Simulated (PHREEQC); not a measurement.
0.022 g of hydrous ferric oxide (600 m²/g; 0.2 weak and 0.005 strong sites per Fe, Dzombak-Morel constants, diffuse double layer) in 1 kg of water with 0.005 mol/kgw of an inert sodium salt and 8.5e-08 mol Na2SO4, at 25 °C; the pH is set by adding NaOH or the inert anion's acid. Oxygen is held at 0.21 atm. CO2 from the air is kept out. Nothing may precipitate in this run.

Base run: PHREEQC, ion-association model, wateq4f.dat. Each further column changes one thing. The table gives surface charge σ (C/m²).

```tsv
pH	base	background salt from 0.005 to 0.0005 mol/kgw	oxide from 0.022 to 0.11 g/kgw	7.9e-05 mol/kgw CuSO4 added
3	0.301	0.237	0.303	0.043
4.5	0.130	0.061	0.131	(withheld)
5.5	0.059	0.023	0.059	(withheld)
7	0.013	0.004	0.013	0.038
8.5	-0.004	(withheld)	-0.004	(withheld)
9.5	-0.018	-0.006	-0.018	0.000
11	-0.081	-0.049	-0.081	(withheld)
```

### Question
Complete the blanks.

### Answer

- 4.5, 7.9e-05 mol/kgw CuSO4 added: 0.035
- 5.5, 7.9e-05 mol/kgw CuSO4 added: 0.030
- 8.5, background salt from 0.005 to 0.0005 mol/kgw: -0.001
- 8.5, 7.9e-05 mol/kgw CuSO4 added: 0.012
- 11, 7.9e-05 mol/kgw CuSO4 added: -0.024

The oxide is taken as insoluble; below pH 4 it would dissolve. In at least one series the solution becomes supersaturated in solids that the run did not let form, among them Cu(OH)2, Brochantite, Antlerite. The database's constant for dissolved Cu(OH)2 is higher than later reviews accept.
